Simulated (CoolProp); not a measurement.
Saturated liquid density (kg/m³) of ethanol: the reference equation beside estimates from Tc = 241.6 °C, pc = 6.268 MPa, ω = 0.644.

Values from CoolProp's reference Helmholtz-energy equation of state, Schroeder 2014.

```csv
T (°C),reference,van der Waals,Redlich-Kwong
-30.95,832.6,449.5,668.5
-8.05,813.1,438.6,650.6
14.95,793.6,427.0,631.2
37.85,773.9,414.7,610.2
60.85,753.2,401.5,587.2
83.75,731.1,387.3,562.2
106.65,706.6,371.9,534.8
129.65,678.4,354.9,504.3
```

Absolute difference from the reference over all 8 rows, mean and median: van der Waals 46.7 and 46.6 %, Redlich-Kwong 22.1 and 21.6 %.
